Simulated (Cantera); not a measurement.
A freely propagating, adiabatic, planar premixed flame of 46.0 % H₂, 11.5 % O₂, 39.1 % N₂, 3.36 % H₂O, equivalence ratio 2.0, unburnt at 698 K and 0.340 bar; multicomponent transport, grid criteria slope 0.08 and curve 0.16, no radiation.

Cantera simulation using the H2/O2 subset of GRI-Mech 3.0, which has no nitrogen chemistry; the numbers are that mechanism's predictions, not measurements. Burning velocities carry a grid error of a few per cent, more on coarse grids.

Q: Predict: laminar burning velocity; thermal thickness; peak x(H₂O₂); peak x(OH); peak x(O).

A: 
```
Item                         Result
------------------------  ---------
laminar burning velocity  1070 cm/s
thermal thickness           1.93 mm
peak x(H₂O₂)                9.26e-7
peak x(OH)                  0.00729
peak x(O)                   0.00540
```
